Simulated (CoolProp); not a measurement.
Saturation properties of R245ca.

Model: reference Helmholtz-energy equation of state, Zhou 2016, in CoolProp.

```json
[
 {"T (K)": "290.7", "p (bar)": "0.7450", "liquid density (kg/m³)": "1406", "vapour density (kg/m³)": "4.264", "enthalpy of vaporisation (kJ/kg)": "208.5", "surface tension (mN/m)": "17.3"},
 {"T (K)": "298.1", "p (bar)": "1.001", "liquid density (kg/m³)": "1387", "vapour density (kg/m³)": "5.630", "enthalpy of vaporisation (kJ/kg)": "204.3", "surface tension (mN/m)": "16.3"},
 {"T (K)": "305.4", "p (bar)": "1.317", "liquid density (kg/m³)": "1369", "vapour density (kg/m³)": "7.295", "enthalpy of vaporisation (kJ/kg)": "200.2", "surface tension (mN/m)": "15.4"},
 {"T (K)": "312.7", "p (bar)": "1.706", "liquid density (kg/m³)": "1350", "vapour density (kg/m³)": "9.324", "enthalpy of vaporisation (kJ/kg)": "195.9", "surface tension (mN/m)": "14.4"},
 {"T (K)": "320.1", "p (bar)": "2.187", "liquid density (kg/m³)": "1330", "vapour density (kg/m³)": "11.81", "enthalpy of vaporisation (kJ/kg)": "191.5", "surface tension (mN/m)": "13.5"},
 {"T (K)": "327.4", "p (bar)": "2.757", "liquid density (kg/m³)": "1311", "vapour density (kg/m³)": "14.74", "enthalpy of vaporisation (kJ/kg)": "187.0", "surface tension (mN/m)": "12.5"},
 {"T (K)": "334.8", "p (bar)": "3.444", "liquid density (kg/m³)": "1290", "vapour density (kg/m³)": "18.28", "enthalpy of vaporisation (kJ/kg)": "182.3", "surface tension (mN/m)": "11.6"},
 {"T (K)": "342.1", "p (bar)": "4.243", "liquid density (kg/m³)": "1269", "vapour density (kg/m³)": "22.41", "enthalpy of vaporisation (kJ/kg)": "177.5", "surface tension (mN/m)": "10.7"},
 {"T (K)": "349.4", "p (bar)": "5.176", "liquid density (kg/m³)": "1248", "vapour density (kg/m³)": "27.26", "enthalpy of vaporisation (kJ/kg)": "172.5", "surface tension (mN/m)": "9.75"},
 {"T (K)": "356.8", "p (bar)": "6.273", "liquid density (kg/m³)": "1225", "vapour density (kg/m³)": "33.01", "enthalpy of vaporisation (kJ/kg)": "167.3", "surface tension (mN/m)": "8.85"}
]
```

It boils at 298.4 K under 1 atm.

Surface tension comes from a separate correlation (Mulero 2012).
